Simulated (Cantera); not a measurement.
Stirred combustor or abatement burner

A perfectly stirred reactor is fed with 7.00 % CH₄, 2.31 % H₂, 18.1 % O₂, 67.8 % N₂, 4.83 % H₂O, at 9750 Torr; it is adiabatic with a 448 K inlet, and is followed from long to short residence time, starting on the burning branch (τ in s: 0.022, 0.012, 0.0065, 0.0035, 0.0019, 0.0011, 0.00058, 0.00031, 0.00017, 9.3e-05, 5.1e-05, 2.8e-05).

Detailed kinetics in Cantera: GRI-Mech 3.0 (53 species, 325 reactions). The pressure lies above the range GRI-Mech 3.0 was tuned for (to about 10 atm).

```json
[
 {"τ (s)": "0.022", "T (K)": "2102", "x CH₄": "3.58e-6", "x H₂": "0.000247", "x O₂": "0.0291", "x CH₃": "1.31e-6", "x CO₂": "0.0703", "x CO": "0.000447"},
 {"τ (s)": "0.012", "T (K)": "2101", "x CH₄": "6.32e-6", "x H₂": "0.000275", "x O₂": "0.0292", "x CH₃": "2.31e-6", "x CO₂": "0.0702", "x CO": "0.000526"},
 {"τ (s)": "0.0065", "T (K)": "2100", "x CH₄": "1.10e-5", "x H₂": "0.000324", "x O₂": "0.0293", "x CH₃": "4.04e-6", "x CO₂": "0.0700", "x CO": "0.000663"},
 {"τ (s)": "0.0035", "T (K)": "2097", "x CH₄": "1.87e-5", "x H₂": "0.000406", "x O₂": "0.0295", "x CH₃": "6.90e-6", "x CO₂": "0.0698", "x CO": "0.000892"},
 {"τ (s)": "0.0019", "T (K)": "2093", "x CH₄": "3.07e-5", "x H₂": "0.000534", "x O₂": "0.0297", "x CH₃": "1.14e-5", "x CO₂": "0.0694", "x CO": "0.00126"},
 {"τ (s)": "0.0011", "T (K)": "2087", "x CH₄": "4.69e-5", "x H₂": "0.000705", "x O₂": "0.0300", "x CH₃": "1.73e-5", "x CO₂": "0.0688", "x CO": "0.00174"},
 {"τ (s)": "0.00058", "T (K)": "2077", "x CH₄": "7.60e-5", "x H₂": "0.000996", "x O₂": "0.0306", "x CH₃": "2.78e-5", "x CO₂": "0.0679", "x CO": "0.00260"},
 {"τ (s)": "0.00031", "T (K)": "2062", "x CH₄": "0.000122", "x H₂": "0.00141", "x O₂": "0.0315", "x CH₃": "4.35e-5", "x CO₂": "0.0665", "x CO": "0.00386"},
 {"τ (s)": "0.00017", "T (K)": "2042", "x CH₄": "0.000197", "x H₂": "0.00196", "x O₂": "0.0327", "x CH₃": "6.70e-5", "x CO₂": "0.0645", "x CO": "0.00564"},
 {"τ (s)": "9.3e-5", "T (K)": "2013", "x CH₄": "0.000333", "x H₂": "0.00273", "x O₂": "0.0347", "x CH₃": "0.000106", "x CO₂": "0.0615", "x CO": "0.00833"},
 {"τ (s)": "5.1e-5", "T (K)": "1967", "x CH₄": "0.000633", "x H₂": "0.00384", "x O₂": "0.0383", "x CH₃": "0.000180", "x CO₂": "0.0564", "x CO": "0.0127"},
 {"τ (s)": "2.8e-5", "T (K)": "448", "x CH₄": "0.0700", "x H₂": "0.0231", "x O₂": "0.181", "x CH₃": "<1e-12", "x CO₂": "<1e-12", "x CO": "<1e-12"}
]
```
x: mole fraction; the columns are a selection and need not sum to one.
